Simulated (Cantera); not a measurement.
What does this Cantera script print?

```python
import numpy as np
import cantera as ct

gas_names = """
    Mg MgN MgO MgS Mg2 N NO NO2 NO3 N2 N2O O O2 O3 S SN SO SO2 SO3 S2 S2O S8
""".split()
cond_names = """
    Mg(cr) Mg(L) MgO(s) MgO(L) MgS(s) MgSO4(s) MgSO4(L) S(cr1) S(cr2) S(L)
""".split()


# ... load() reads the species with a 1 bar reference pressure and builds the phases ...
atoms = {
    'MgO': {'Mg': 1, 'O': 1},
    'SO3': {'S': 1, 'O': 3},
    'N2': {'N': 2},
}
top_T = {'MgS(s)': 2250}  # K; cautious upper limits of use, not melting points


# ... equilibrate(T, P, feed) seeds the gas with the atoms and calls Mixture.equilibrate('TP', solver="vcs", rtol=1e-11, max_steps=5000) ...
results = []
feed = {'MgO': 1, 'SO3': 0.059, 'N2': 3.8}  # mol
T = 1898  # K
P = 310000  # Pa
mix = equilibrate(T, P, feed)
results.append((T, P, feed, dict(zip(mix.species_names, mix.species_moles))))
x = sorted(zip(gas.X, gas.species_names), reverse=True)
print(f"T = {T:g} K  P = {P:g} Pa  gas = {mix.phase_moles(0):.4g} mol")
print("   x: " + "  ".join(f"{s} {v:.3e}" for v, s in x if v > 0.001))
print("   condensed (mol): " + ("  ".join(f"{mix.phase(i).name} {mix.phase_moles(i):.4g}"
      for i in range(1, mix.n_phases) if mix.phase_moles(i) > 1e-12) or "none"))
```

Output:

```
T = 1898 K  P = 310000 Pa  gas = 3.889 mol
   x: N2 9.767e-01  SO2 1.515e-02  O2 6.994e-03  NO 1.158e-03
   condensed (mol): MgO(s) 1
```

Equilibrium computed with Cantera from the NASA thermochemical tables; the gas is ideal and each condensed phase is pure.
